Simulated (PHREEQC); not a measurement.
HCl is added in steps, without added water, to 1 kg of water holding 0.067 mol MnSO4, 0.0004 mol NaF and 0.005 mol NaCl, at 20 °C. The system is closed to oxygen. CO2 is held at log p = -2 (atm). Precipitation was switched off in this run.

Base run: PHREEQC, ion-association model, wateq4f.dat. Each further column changes one thing. The table gives HSO4- (mol/kgw).

| HCl added (mol) | base | NaF replaced by NaBr at the same molality | NaF left out | MnSO4 from 0.067 to 0.0134 mol/kgw | solids may form |
|---|---|---|---|---|---|
| 0 | 1.85e-5 | 1.96e-5 | 1.96e-5 | 5.68e-6 | 1.85e-5 |
| 0.001625 | 0.000807 | 0.000877 | 0.000877 | 0.000414 | 0.000807 |
| 0.004875 | 0.00247 | 0.00259 | 0.00259 | 0.00125 | 0.00247 |
| 0.0065 | 0.00329 | 0.00343 | 0.00343 | 0.00164 | 0.00329 |
| 0.00975 | 0.00492 | 0.00507 | 0.00507 | 0.00237 | 0.00492 |
| 0.01137 | 0.00571 | 0.00587 | 0.00587 | 0.00270 | 0.00571 |
| 0.01463 | 0.00728 | 0.00743 | 0.00744 | 0.00332 | 0.00728 |
| 0.01625 | 0.00804 | 0.00820 | 0.00820 | 0.00361 | 0.00804 |
| 0.0195 | 0.00953 | 0.00969 | 0.00969 | 0.00413 | 0.00953 |
| 0.02113 | 0.0103 | 0.0104 | 0.0104 | 0.00438 | 0.0103 |
| 0.02438 | 0.0117 | 0.0118 | 0.0118 | 0.00483 | 0.0117 |
| 0.026 | 0.0124 | 0.0125 | 0.0125 | 0.00504 | 0.0124 |

 Solids allowed in the column 'solids may form': Rhodochrosite, Pyrochroite, Halite, Mirabilite, Nahcolite, Natron.
